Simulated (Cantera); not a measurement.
A closed system holds: 1 mol Si3N4, 4.2 mol N2, held at 7.80e-5 bar.

These are equilibrium values from Cantera (NASA tables, ideal gas, pure condensed phases), not measurements of a reactor. Candidate condensed phases: Si, Si3N4; 7 gas species. The numbers say what is thermodynamically allowed, not how fast it happens.

**Question.** Which condensed phases are stable at each of these points (T (K)): 1450, 1600, 1750, 1900, 2050, 2200, 2350, 2500, 2650, 2800, 2950?

**Answer.** 
```csv
T (K),condensed phases,Si condensed (%)
1450,Si3N4(s),100.0
1600,Si(s),99.7
1750,Si(l),95.8
1900,Si(l),58.8
2050,gas only,0.0
2200,gas only,0.0
2350,gas only,0.0
2500,gas only,0.0
2650,gas only,0.0
2800,gas only,0.0
2950,gas only,0.0
```

At 1450 K the condensed part is Si3N4(s). At 1600 K the condensed part is Si(s). From 1750 K to 1900 K the condensed part is Si(l). From 2050 K to 2950 K nothing is condensed.
